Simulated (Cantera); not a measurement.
Feed: 1 mol C6H6, 0.24 mol H2O, 11 mol H2, equilibrated at 15.0 Pa.

Cantera equilibrium calculation (NASA polynomials, part measured and part estimated; ideal gas, pure solids and liquids). Candidate condensed phases: C, C6H6, C7H8, C8H18, H2O; 110 gas species. Rates play no part.

At 2725 K, list the 7 most abundant gas species with their mole fractions, and the condensed phases.

H 0.885, C3 0.0524, H2 0.0301, C 0.0163, CO 0.00799, C2 0.00584, C2H 0.00188. Condensed: gas only.
